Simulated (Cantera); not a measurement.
Cantera run:

```python
import numpy as np
import cantera as ct

gas_names = """
    CL CL2 H HCL H2 N NH NH2 NH3 N2 N2H2 N2H4 Si SiCL SiCL2 SiCL3 SiCL4 SiH SiHCL3 SiH2 SiH2CL2 SiH3
    SiH3CL SiH4 SiN Si2 Si2N Si3
""".split()
cond_names = """
    NH4CL(a) NH4CL(b) Si(cr) Si(L) Si3N4(a)
""".split()


# ... load() reads the species with a 1 bar reference pressure and builds the phases ...
atoms = {
    'SiHCl3': {'Si': 1, 'H': 1, 'CL': 3},
    'N2': {'N': 2},
}
top_T = {'Si3N4(a)': 2400}  # K; cautious upper limits of use, not melting points


# ... equilibrate(T, P, feed) seeds the gas with the atoms and calls Mixture.equilibrate('TP', solver="vcs", rtol=1e-11, max_steps=5000) ...
results = []
feed = {'SiHCl3': 1, 'N2': 19}  # mol
P = 370  # Pa
for T in [1075, 1125, 1175, 1225, 1275, 1325, 1375, 1425, 1475, 1525, 1575, 1625, 1675, 1725]:
    mix = equilibrate(T, P, feed)
    results.append((T, P, feed, dict(zip(mix.species_names, mix.species_moles))))
    x = sorted(zip(gas.X, gas.species_names), reverse=True)
    print(f"T = {T:g} K  P = {P:g} Pa  gas = {mix.phase_moles(0):.4g} mol")
    print("   x: " + "  ".join(f"{s} {v:.3e}" for v, s in x if v > 1e-05))
    print("   condensed (mol): " + ("  ".join(f"{mix.phase(i).name} {mix.phase_moles(i):.4g}"
          for i in range(1, mix.n_phases) if mix.phase_moles(i) > 1e-12) or "none"))
```

Output:

```
T = 1075 K  P = 370 Pa  gas = 20.16 mol
   x: N2 9.267e-01  HCL 4.477e-02  SiCL4 2.579e-02  H2 2.404e-03  SiCL3 2.459e-04  SiCL2 3.712e-05  SiHCL3 1.721e-05
   condensed (mol): Si3N4(a) 0.158
T = 1125 K  P = 370 Pa  gas = 20.17 mol
   x: N2 9.265e-01  HCL 4.504e-02  SiCL4 2.542e-02  H2 2.261e-03  SiCL3 5.548e-04  SiCL2 1.490e-04  SiHCL3 2.216e-05
   condensed (mol): Si3N4(a) 0.1576
T = 1175 K  P = 370 Pa  gas = 20.18 mol
   x: N2 9.262e-01  HCL 4.523e-02  SiCL4 2.471e-02  H2 2.149e-03  SiCL3 1.153e-03  SiCL2 5.257e-04  SiHCL3 2.768e-05
   condensed (mol): Si3N4(a) 0.1556
T = 1225 K  P = 370 Pa  gas = 20.21 mol
   x: N2 9.254e-01  HCL 4.530e-02  SiCL4 2.330e-02  SiCL3 2.200e-03  H2 2.077e-03  SiCL2 1.642e-03  SiHCL3 3.332e-05
   condensed (mol): Si3N4(a) 0.1503
T = 1275 K  P = 370 Pa  gas = 20.27 mol
   x: N2 9.238e-01  HCL 4.517e-02  SiCL4 2.058e-02  SiCL2 4.523e-03  SiCL3 3.783e-03  H2 2.067e-03  SiHCL3 3.802e-05  CL 1.022e-05
   condensed (mol): Si3N4(a) 0.1379
T = 1325 K  P = 370 Pa  gas = 20.39 mol
   x: N2 9.207e-01  HCL 4.466e-02  SiCL4 1.599e-02  SiCL2 1.075e-02  SiCL3 5.625e-03  H2 2.170e-03  SiHCL3 3.977e-05  CL 2.161e-05
   condensed (mol): Si3N4(a) 0.1131
T = 1375 K  P = 370 Pa  gas = 20.58 mol
   x: N2 9.161e-01  HCL 4.356e-02  SiCL2 2.117e-02  SiCL4 9.876e-03  SiCL3 6.745e-03  H2 2.497e-03  CL 4.067e-05  SiHCL3 3.611e-05
   condensed (mol): Si3N4(a) 0.07388
T = 1425 K  P = 370 Pa  gas = 20.79 mol
   x: N2 9.113e-01  HCL 4.159e-02  SiCL2 3.325e-02  SiCL3 6.122e-03  SiCL4 4.433e-03  H2 3.243e-03  CL 6.707e-05  SiHCL3 2.705e-05
   condensed (mol): Si3N4(a) 0.02966
T = 1475 K  P = 370 Pa  gas = 20.92 mol
   x: N2 9.084e-01  SiCL2 4.146e-02  HCL 3.963e-02  SiCL3 4.594e-03  H2 4.075e-03  SiCL4 1.732e-03  CL 1.073e-04  SiHCL3 1.685e-05  H 1.361e-05
   condensed (mol): none
T = 1525 K  P = 370 Pa  gas = 20.94 mol
   x: N2 9.075e-01  SiCL2 4.262e-02  HCL 4.128e-02  SiCL3 4.008e-03  H2 3.224e-03  SiCL4 1.120e-03  CL 2.268e-04  H 2.208e-05
   condensed (mol): none
T = 1575 K  P = 370 Pa  gas = 20.95 mol
   x: N2 9.067e-01  SiCL2 4.355e-02  HCL 4.241e-02  SiCL3 3.444e-03  H2 2.638e-03  SiCL4 7.126e-04  CL 4.482e-04  H 3.509e-05
   condensed (mol): none
T = 1625 K  P = 370 Pa  gas = 20.97 mol
   x: N2 9.061e-01  SiCL2 4.433e-02  HCL 4.309e-02  SiCL3 2.899e-03  H2 2.269e-03  CL 8.261e-04  SiCL4 4.403e-04  H 5.526e-05  SiCL 1.023e-05
   condensed (mol): none
T = 1675 K  P = 370 Pa  gas = 20.99 mol
   x: N2 9.054e-01  SiCL2 4.500e-02  HCL 4.337e-02  SiCL3 2.368e-03  H2 2.095e-03  CL 1.412e-03  SiCL4 2.588e-04  H 8.736e-05  SiCL 1.802e-05
   condensed (mol): none
T = 1725 K  P = 370 Pa  gas = 21 mol
   x: N2 9.046e-01  SiCL2 4.557e-02  HCL 4.327e-02  CL 2.232e-03  H2 2.101e-03  SiCL3 1.864e-03  SiCL4 1.426e-04  H 1.399e-04  SiCL 3.217e-05
   condensed (mol): none
```

Method: chemical equilibrium by Gibbs-energy minimisation in Cantera with the NASA 1993 tables (ideal gas, pure condensed phases). N2 is the only nitrogen source here; it is nearly inert below about 1500 K, so the nitride shown seldom forms there in practice. The tables' values for SiCl3, SiCl are old estimates; treat these amounts as uncertain.
